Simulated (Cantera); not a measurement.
# Silicon epitaxy and polysilicon growth: SiCl4 + HCl + H2

Feed: 1 mol SiCl4, 0.29 mol HCl, 150 mol H2, at 10.0 mbar.

These are equilibrium values from Cantera (NASA tables, ideal gas, pure condensed phases), not measurements of a reactor. Candidate condensed phases: Si; 19 gas species. The tables' values for SiCl3 are old estimates; treat these amounts as uncertain. Equilibrium is a limit: real reactors are often held back by kinetics, nucleation or transport.

From 900 K to 1350 K the condensed part is Si(s). The main Si-bearing gas is SiCl4 at 900 K and SiCl2 at 1350 K. The share of Si in condensed phases is highest at 1200 K (74.1 %) and lowest at 900 K (10.1 %).

```json
[
 {"T (K)": "900", "x H2": "0.987", "x HCl": "0.00662", "x SiCl4": "0.00403", "x SiCl2": "6.04e-5", "x SiHCl3": "0.00171", "x SiCl3": "7.14e-5", "x SiH2Cl2": "6.85e-5", "x H": "1.16e-9", "n Si(s)": "0.101"},
 {"T (K)": "975", "x H2": "0.983", "x HCl": "0.0124", "x SiCl4": "0.00276", "x SiCl2": "0.000254", "x SiHCl3": "0.00125", "x SiCl3": "0.000157", "x SiH2Cl2": "5.90e-5", "x H": "1.13e-8", "n Si(s)": "0.322"},
 {"T (K)": "1050", "x H2": "0.978", "x HCl": "0.0190", "x SiCl4": "0.00127", "x SiCl2": "0.000690", "x SiHCl3": "0.000677", "x SiCl3": "0.000220", "x SiH2Cl2": "4.13e-5", "x H": "8.02e-8", "n Si(s)": "0.560"},
 {"T (K)": "1125", "x H2": "0.975", "x HCl": "0.0232", "x SiCl4": "0.000333", "x SiCl2": "0.00117", "x SiHCl3": "0.000243", "x SiCl3": "0.000178", "x SiH2Cl2": "2.17e-5", "x H": "4.39e-7", "n Si(s)": "0.704"},
 {"T (K)": "1200", "x H2": "0.974", "x HCl": "0.0245", "x SiCl4": "6.35e-5", "x SiCl2": "0.00145", "x SiHCl3": "6.87e-5", "x SiCl3": "0.000103", "x SiH2Cl2": "9.73e-6", "x H": "1.95e-6", "n Si(s)": "0.741"},
 {"T (K)": "1275", "x H2": "0.974", "x HCl": "0.0246", "x SiCl4": "1.26e-5", "x SiCl2": "0.00162", "x SiHCl3": "2.01e-5", "x SiCl3": "5.59e-5", "x SiH2Cl2": "4.43e-6", "x H": "7.27e-6", "n Si(s)": "0.739"},
 {"T (K)": "1350", "x H2": "0.974", "x HCl": "0.0246", "x SiCl4": "2.88e-6", "x SiCl2": "0.00174", "x SiHCl3": "6.54e-6", "x SiCl3": "3.17e-5", "x SiH2Cl2": "2.16e-6", "x H": "2.35e-5", "n Si(s)": "0.728"}
]
```
x: gas mole fraction; n: condensed amount in mol.
